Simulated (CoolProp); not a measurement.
Saturation properties of hydrogen chloride (Tc = 324.7 K, pc = 8314 kPa, ω = 0.130).

Computed with CoolProp (reference Helmholtz-energy equation of state, Thol 2018).

| T (K) | p (kPa) | liquid density (kg/m³) | enthalpy of vaporisation (kJ/kg) | liquid cp (kJ/(kg K)) | vapour Z |
|---|---|---|---|---|---|
| 211.3 | 321.9 | 1126 | 417.0 | 1.686 | 0.9358 |
| 214.2 | 365.1 | 1118 | 413.3 | 1.691 | 0.9302 |
| 217.2 | 414.3 | 1110 | 409.4 | 1.698 | 0.9242 |
| 220.2 | 468.4 | 1101 | 405.4 | 1.705 | 0.9178 |
| 223.2 | 527.8 | 1093 | 401.3 | 1.713 | 0.9111 |
| 226.1 | 590.3 | 1085 | 397.2 | 1.721 | 0.9044 |
| 229.1 | 660.8 | 1076 | 392.9 | 1.730 | 0.8970 |
| 232.1 | 737.5 | 1067 | 388.4 | 1.740 | 0.8894 |
| 235.1 | 820.6 | 1058 | 383.9 | 1.751 | 0.8814 |
| 238 | 907.4 | 1049 | 379.3 | 1.763 | 0.8734 |

It boils at 188.2 K under 1 atm.
